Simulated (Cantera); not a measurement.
Cantera run:

```python
import numpy as np
import cantera as ct

gas_names = """
    H HO2 H2 H2O H2O2 O OH O2 O3 Ti TiO TiO2
""".split()
cond_names = """
    H2O(s) H2O(L) Ti(a) Ti(b) Ti(L) TiO(a) TiO(b) TiO(L) TiO2(ru) TiO2(L) Ti2O3(a) Ti2O3(b) Ti2O3(L)
    Ti3O5(a) Ti3O5(b) Ti3O5(L) Ti4O7(s) Ti4O7(L)
""".split()


def load(file, names, dense=False):
    # The tables refer to 1 bar. Condensed volumes are neglected.
    table = {s.name: s for s in ct.Species.list_from_file(file)}
    out = []
    for n in names:
        d = dict(table[n].input_data)
        d["thermo"] = dict(d["thermo"], **{"reference-pressure": 1e5})
        if dense:
            d["equation-of-state"] = {"model": "constant-volume", "density": "1e6 g/cm^3"}
        out.append(ct.Species.from_dict(d))
    return out


gas = ct.Solution(thermo="ideal-gas", species=load("nasa_gas.yaml", gas_names))
cond = {s.name: ct.Solution(thermo="fixed-stoichiometry", species=[s], name=s.name)
        for s in load("nasa_condensed.yaml", cond_names, dense=True)}
atoms = {
    'TiO2': {'Ti': 1, 'O': 2},
    'H2': {'H': 2},
    'H2O': {'H': 2, 'O': 1},
}
top_T = {}  # K; cautious upper limits of use, not melting points


def equilibrate(T, P, feed):
    n = {}
    for name, mol in feed.items():
        for a, k in atoms[name].items():
            n[a] = n.get(a, 0.0) + k * mol
    gas.TPX = T, P, n
    mass = sum(n.values()) * gas.mean_molecular_weight
    gas.equilibrate("TP")
    valid = [c for c in cond.values() if c.min_temp <= T <= top_T.get(c.name, c.max_temp)]
    mix = ct.Mixture([(gas, mass / gas.mean_molecular_weight)] + [(c, 0.0) for c in valid])
    mix.T, mix.P = T, P
    mix.equilibrate("TP", solver="vcs", rtol=1e-11, max_steps=5000)
    return mix


results = []
feed = {'TiO2': 1, 'H2': 46, 'H2O': 0.25}  # mol
T = 2175  # K
P = 7000  # Pa
mix = equilibrate(T, P, feed)
results.append((T, P, feed, dict(zip(mix.species_names, mix.species_moles))))
print(gas.report(threshold=1e-05))
for i in range(1, mix.n_phases):
    print(f"{mix.phase(i).name:16s} {mix.phase_moles(i):12.5e} mol")
```

It prints:

```
       temperature   2175 K
          pressure   7000 Pa
           density   0.00085175 kg/m^3
  mean mol. weight   2.2004 kg/kmol
   phase of matter   gas

                          1 kg             1 kmol
                     ---------------   ---------------
          enthalpy        2.7216e+07        5.9888e+07  J
   internal energy        1.8998e+07        4.1804e+07  J
           entropy             97763        2.1512e+05  J/K
    Gibbs function       -1.8542e+08         -4.08e+08  J
 heat capacity c_p             15787             34738  J/K
 heat capacity c_v             12008             26423  J/K

                      mass frac. Y      mole frac. X     chem. pot. / RT
                     ---------------   ---------------   ---------------
                 H         0.0083215          0.018166           -11.221
                H2           0.88804           0.96929           -22.441
               H2O           0.10215          0.012478           -48.261
                OH        0.00024275        3.1408e-05            -37.04
               TiO        0.00072259        2.4896e-05           -43.185
              TiO2        0.00051015        1.4056e-05           -69.005
     [   +6 minor]         5.066e-06        5.0826e-07

Ti(L)             0.00000e+00 mol
TiO(L)            0.00000e+00 mol
TiO2(L)           0.00000e+00 mol
Ti2O3(L)          0.00000e+00 mol
Ti3O5(L)          3.32726e-01 mol
Ti4O7(L)          0.00000e+00 mol
```

These are equilibrium values from Cantera (NASA tables, ideal gas, pure condensed phases), not measurements of a reactor.
